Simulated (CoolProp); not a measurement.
Vapour-liquid equilibrium of propylene (1) + n-hexane (2) at 0.0172 MPa; x and y are mole fractions of (1).

Model: multi-fluid Helmholtz-energy mixture model, Lemmon 2013 and Thol 2019; pair parameters Bell 2016, in CoolProp.

| x | bubble temperature (K) | y at the bubble point | dew temperature at overall composition x (K) | liquid density (mol/L) |
|---|---|---|---|---|
| 0.05 | ___ | 0.958 | 293.4 | 8.386 |
| 0.125 | 221.8 | 0.991 | ___ | 8.883 |
| 0.2 | ___ | 0.995 | 289.6 | 9.294 |
| 0.275 | 211.5 | ___ | 287.6 | 9.703 |
| 0.35 | 208.7 | 0.998 | 285.3 | 10.13 |
| 0.425 | 206.3 | 0.998 | 282.8 | ___ |
| 0.5 | 204.2 | 0.999 | 280.0 | ___ |
| 0.575 | 202.1 | 0.999 | 276.8 | 11.59 |
| 0.65 | 200.2 | 0.999 | 273.2 | ___ |
| 0.725 | 198.4 | 1.000 | 268.8 | 12.76 |
| 0.8 | 196.7 | 1.000 | 263.2 | 13.41 |
| 0.875 | 195.1 | 1.000 | 255.6 | 14.12 |
| 0.95 | 193.7 | 1.000 | 242.1 | 14.88 |

Question: What belongs in the gaps?

Answer: 
- 0.05, bubble temperature (K): 239.6
- 0.125, dew temperature at overall composition x (K): 291.6
- 0.2, bubble temperature (K): 215.3
- 0.275, y at the bubble point: 0.997
- 0.425, liquid density (mol/L): 10.58
- 0.5, liquid density (mol/L): 11.07
- 0.65, liquid density (mol/L): 12.15

No azeotrope shows between x = 0.05 and 0.95.

The pair parameters rest on a limited set of measurements; away from them the model extrapolates. The gap from Raoult's law changes sign with composition, which may be real or a fault of the pair parameters; it wasn't checked against measurements. With so large a gap from Raoult's law the liquid may split in two, which this calculation doesn't test in full.
